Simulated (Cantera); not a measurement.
Charge: 1 mol SiH₄, 0.3 mol HCl, 14 mol H₂, equilibrated at 22.0 mbar.

Cantera equilibrium calculation (NASA polynomials, part measured and part estimated; ideal gas, pure solids and liquids). Candidate condensed phases: Si; 19 gas species. Kinetics and transport are ignored.

Over these rows the condensed part is Si(s). Partial pressures as log10 of bar:

| T (K) | 1000/T (1/K) | log p SiCl₄ | log p H₂ | log p HCl |
|---|---|---|---|---|
| 1098 | 0.9107 | -5.21 | -1.66 | -3.48 |
| 1173 | 0.8525 | -5.93 | -1.67 | -3.44 |
| 1248 | 0.8013 | -6.65 | -1.67 | -3.43 |
| 1323 | 0.7559 | -7.31 | -1.67 | -3.43 |
| 1398 | 0.7153 | -7.90 | -1.67 | -3.44 |
| 1473 | 0.6789 | ? | -1.67 | -3.44 |

Fit log p(SiCl₄) = a + b·(1000/T) to the five rows, give the apparent enthalpy, and predict the row at 1473 K.

Means: 1000/T = 0.8071, log p = -6.600. Sxy = 0.330404, Sxx = 0.0238764, so b = 13.84 and a = -6.600 − (13.84)×0.8071 = -17.77.
Apparent enthalpy: −19.145 × (13.84) = -265 kJ/mol. With the condensed phases at unit activity, Si(s) + 4 HCl(g) = SiCl₄(g) + 2 H₂(g) links this pressure to the main gases: over the six rows their terms move log p by +0.18 in all, so the slope isn't that reaction's ΔH° alone. The five rows lie within 0.04 of the line.
Prediction at 1473 K: -17.77 + (13.84)×0.6789 = -8.37. The computed value is -8.44, 0.07 from the line.
